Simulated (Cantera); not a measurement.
A closed system holds: 1 mol Fe(CO)5, 0.7 mol H2, 53 mol N2, held at 650 °C and 1000 Pa.

Method: chemical equilibrium by Gibbs-energy minimisation in Cantera with the NASA 1993 tables (ideal gas, pure condensed phases). Candidate condensed phases: C, C6H6, C7H8, C8H18, Fe, Fe(CO)5, FeO, Fe(OH)2, Fe(OH)3, Fe2O3, Fe3O4, H2O; 140 gas species. Condensed phases not in the tables: cementite and carbon dissolved in iron. Equilibrium is a limit: real reactors are often held back by kinetics, nucleation or transport.

Base state: N2 0.903, CO 0.0847, H2 0.0119, CO2 0.000226, H2O 1.56e-5 (mole fractions); condensed: C(graphite) + Fe(α).

Q: What changes in the equilibrium state with this change: pressure from 1000 Pa to 100000 Pa?

A: 
| species | before | after |
|---|---|---|
| N2 | 0.903 | 0.915 |
| CO | 0.0847 | 0.0614 |
| CO2 | 0.000226 | 0.0119 |
| H2 | 0.0119 | 0.0110 |
| CH4 | 3.30e-7 | 2.80e-5 |
| H2O | 1.56e-5 | 0.00104 |
| C(graphite), mol | 0.0142 | 0.749 |
| Fe(α), mol | 1.00 | 1.00 |

Q: What changes in the equilibrium state with this change: Fe(CO)5 replaced by Pb?

A: 
```json
[
 {"species": "N2", "before": "0.903", "after": "0.987"},
 {"species": "H2", "before": "0.0119", "after": "0.0130"},
 {"species": "Pb", "before": "0", "after": "0.000254"},
 {"species": "CO", "before": "0.0847", "after": "0"},
 {"species": "CO2", "before": "0.000226", "after": "0"},
 {"species": "H2O", "before": "1.56e-5", "after": "0"},
 {"species": "C(graphite), mol", "before": "0.0142", "after": "0"},
 {"species": "Fe(α), mol", "before": "1.00", "after": "0"},
 {"species": "Pb(l), mol", "before": "0", "after": "0.986"}
]
```
Further candidate phases: Pb.

Q: What changes in the equilibrium state with this change: N2 from 53 to 2.2 mol?

A: 
```json
[
 {"species": "CO", "before": "0.0847", "after": "0.616"},
 {"species": "N2", "before": "0.903", "after": "0.282"},
 {"species": "H2", "before": "0.0119", "after": "0.0889"},
 {"species": "CO2", "before": "0.000226", "after": "0.0120"},
 {"species": "CH4", "before": "3.30e-7", "after": "1.84e-5"},
 {"species": "H2O", "before": "1.56e-5", "after": "0.000846"},
 {"species": "C(graphite), mol", "before": "0.0142", "after": "0.0999"},
 {"species": "Fe(α), mol", "before": "1.00", "after": "1.00"}
]
```
